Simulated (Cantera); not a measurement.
Cantera run:

```python
import numpy as np
import cantera as ct

gas_names = """
    Fe FeO O O2 O3 S SO SO2 SO3 S2 S2O S8
""".split()
cond_names = """
    Fe(a) Fe(c) Fe(d) Fe(L) FeO(s) FeO(L) FeS(a) FeS(b) FeS(c) FeS(L) FeSO4(s) FeS2(s) Fe2O3(s)
    Fe2S3O12(s) Fe3O4(s) S(cr1) S(cr2) S(L)
""".split()


# ... load() reads the species with a 1 bar reference pressure and builds the phases ...
atoms = {
    'FeS': {'Fe': 1, 'S': 1},
    'SO3': {'S': 1, 'O': 3},
    'O2': {'O': 2},
}
top_T = {'FeSO4(s)': 950, 'FeS2(s)': 1010, 'Fe2O3(s)': 1830, 'Fe2S3O12(s)': 1100, 'Fe3O4(s)': 1870}  # K; cautious upper limits of use, not melting points


# ... equilibrate(T, P, feed) seeds the gas with the atoms and calls Mixture.equilibrate('TP', solver="vcs", rtol=1e-11, max_steps=5000) ...
results = []
feed = {'FeS': 1, 'SO3': 2.4, 'O2': 0.68}  # mol
T = 673.15  # K
for P in [1000, 2600, 6700, 17000, 45000, 120000, 300000, 770000, 2000000]:
    mix = equilibrate(T, P, feed)
    results.append((T, P, feed, dict(zip(mix.species_names, mix.species_moles))))

top = {s: max(r[3][s] / sum(r[3][g] for g in gas_names) for r in results) for s in gas_names}
cols = sorted((s for s in top if top[s] > 0.001), key=lambda s: -top[s])[:9]
seen = [c for c in cond_names if any(r[3].get(c, 0) > 1e-12 for r in results)]
print("log10 of partial pressures in bar; condensed amounts in mol")
print(f"{'P/Pa':>10s}" + "".join(f"{s[:9]:>10s}" for s in cols + seen))
for T, P, feed, n in results:
    ng = sum(n[g] for g in gas_names)
    print(f"{P:10.4g}" + "".join(f"{np.log10(max(n[s] / ng * P / 1e5, 1e-99)):10.3f}" for s in cols)
          + "".join(f"{n.get(c, 0):10.4g}" for c in seen))
```

Result:

```
log10 of partial pressures in bar; condensed amounts in mol
      P/Pa       SO2  FeSO4(s)   FeS2(s)  Fe2O3(s)
      1000    -2.000    0.5197         0    0.2402
      2600    -1.585    0.5199         0      0.24
      6700    -1.174      0.52         0      0.24
   1.7e+04    -0.770      0.52         0      0.24
   4.5e+04    -0.347      0.52         0      0.24
   1.2e+05     0.079    0.9601   0.03988         0
     3e+05     0.477    0.9602   0.03983         0
   7.7e+05     0.886    0.9603   0.03974         0
     2e+06     1.301    0.9605   0.03948         0
```

Equilibrium computed with Cantera from the NASA thermochemical tables; the gas is ideal and each condensed phase is pure. Gases not in the tables: S3 to S7.
